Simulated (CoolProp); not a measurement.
Aqueous sodium chloride as a coolant, 16 % by mass, freezing at -11.9 °C, 1 atm.

Model: Melinder's fits for secondary coolants, in CoolProp.

| T (°C) | conductivity (W/(m K)) | cp (kJ/(kg K)) | viscosity (mPa s) | density (kg/m³) |
|---|---|---|---|---|
| -8.9 | 0.538 | 3.469 | 3.24 | 1127 |
| -3.2 | … | 3.483 | 2.66 | 1125 |
| 2.5 | 0.555 | 3.495 | 2.21 | 1123 |
| 8.1 | … | 3.505 | 1.87 | … |
| 13.8 | 0.573 | 3.514 | 1.60 | 1119 |
| 19.4 | … | … | 1.39 | 1116 |
| 25.1 | 0.591 | … | 1.22 | 1114 |
| 30.7 | … | 3.533 | 1.09 | 1111 |

Task: Complete the blanks.

Result: 
- -3.2, conductivity (W/(m K)): 0.546
- 8.1, conductivity (W/(m K)): 0.564
- 8.1, density (kg/m³): 1121
- 19.4, conductivity (W/(m K)): 0.582
- 19.4, cp (kJ/(kg K)): 3.522
- 25.1, cp (kJ/(kg K)): 3.528
- 30.7, conductivity (W/(m K)): 0.599
